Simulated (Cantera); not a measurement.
**Pyrogenic steam for wet oxidation**

An isothermal, constant-pressure homogeneous reactor starts with H2 : O2 : N2 = 1.7 : 1 : 4.6 (molar parts), equivalence ratio 0.85, at 900 K and 0.878 atm.

Computed with Cantera and the H2/O2 subset of GRI-Mech 3.0, which has no nitrogen chemistry. Below about 950 K walls govern HO2 and H2O2 in real vessels. The temperature is held fixed by assumption; the heat of reaction is taken as removed at once.

```json
[
 {"t (s)": "2.00e-6", "x H2": "0.233", "x O2": "0.137", "x H2O": "<1e-12", "x OH": "<1e-12", "x H2O2": "<1e-12"},
 {"t (s)": "9.70e-6", "x H2": "0.233", "x O2": "0.137", "x H2O": "1.67e-12", "x OH": "<1e-12", "x H2O2": "<1e-12"},
 {"t (s)": "4.71e-5", "x H2": "0.233", "x O2": "0.137", "x H2O": "3.12e-11", "x OH": "<1e-12", "x H2O2": "<1e-12"},
 {"t (s)": "0.000228", "x H2": "0.233", "x O2": "0.137", "x H2O": "2.56e-10", "x OH": "<1e-12", "x H2O2": "3.01e-12"},
 {"t (s)": "0.00111", "x H2": "0.233", "x O2": "0.137", "x H2O": "1.45e-9", "x OH": "<1e-12", "x H2O2": "8.02e-11"},
 {"t (s)": "0.00537", "x H2": "0.233", "x O2": "0.137", "x H2O": "9.49e-9", "x OH": "<1e-12", "x H2O2": "2.08e-9"},
 {"t (s)": "0.0261", "x H2": "0.233", "x O2": "0.137", "x H2O": "1.62e-7", "x OH": "6.17e-12", "x H2O2": "7.84e-8"},
 {"t (s)": "0.126", "x H2": "0.233", "x O2": "0.137", "x H2O": "6.47e-5", "x OH": "8.83e-10", "x H2O2": "3.14e-5"},
 {"t (s)": "0.613", "x H2": "0.213", "x O2": "0.127", "x H2O": "0.0223", "x OH": "2.50e-8", "x H2O2": "0.000882"},
 {"t (s)": "2.97", "x H2": "0.123", "x O2": "0.0829", "x H2O": "0.124", "x OH": "2.06e-8", "x H2O2": "0.000562"},
 {"t (s)": "14.4", "x H2": "0.00876", "x O2": "0.0275", "x H2O": "0.254", "x OH": "2.31e-8", "x H2O2": "4.72e-5"},
 {"t (s)": "70.0", "x H2": "5.60e-5", "x O2": "0.0233", "x H2O": "0.264", "x OH": "2.83e-9", "x H2O2": "4.18e-8"}
]
```
x: mole fraction; the columns are a selection and need not sum to one.

Equilibrium at this temperature and pressure: H2 5.90e-12, O2 0.0233, H2O 0.264, OH 1.27e-8, H2O2 2.58e-11 (gas phase only).
